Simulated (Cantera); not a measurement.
Feed: 1 mol Pb, 0.011 mol O2, 32 mol N2, held at 1550 K and 75.0 Torr.

Cantera equilibrium calculation (NASA polynomials, part measured and part estimated; ideal gas, pure solids and liquids). Candidate condensed phases: Pb, PbO, PbO2, Pb3O4; 12 gas species. Equilibrium is a limit: real reactors are often held back by kinetics, nucleation or transport.

Base state: N2 0.970, Pb 0.0296, PbO 0.000664 (mole fractions); condensed: gas only.

Task: What changes in the equilibrium state with this change: Pb replaced by HgO?

Result: 
```json
[
 {"species": "N2", "before": "0.970", "after": "0.955"},
 {"species": "Hg", "before": "0", "after": "0.0298"},
 {"species": "O2", "before": "2.37e-7", "after": "0.0150"},
 {"species": "Pb", "before": "0.0296", "after": "0"},
 {"species": "PbO", "before": "0.000664", "after": "0"},
 {"species": "NO", "before": "1.83e-6", "after": "0.000456"}
]
```
Further candidate phases: Hg, HgO.

Task: What changes in the equilibrium state with this change: temperature from 1550 K to 1075 K?

Result: 
| species | before | after |
|---|---|---|
| N2 | 0.970 | 0.999 |
| Pb | 0.0296 | 0.000759 |
| PbO | 0.000664 | 3.08e-5 |
| Pb(l), mol | 0 | 0.954 |
| PbO(yellow), mol | 0 | 0.0210 |
Mutual solubility and eutectic melting of coexisting phases are not modelled.
